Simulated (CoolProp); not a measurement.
Values from CoolProp's reference Helmholtz-energy equation of state, Setzmann 1991.

Problem. For methane, give the phase and the density (kg/m³), conductivity (mW/(m K)), Prandtl number, fugacity coefficient at -127.45 °C and 7.47 MPa.

Solution. 
- -127.45 °C and 7.47 MPa: liquid; density 379, conductivity 146, Prandtl number 1.72, fugacity coefficient 0.125

Viscosity comes from a separate model (Quiñones-Cisneros 2006). Thermal conductivity comes from a separate model (Friend 1989).
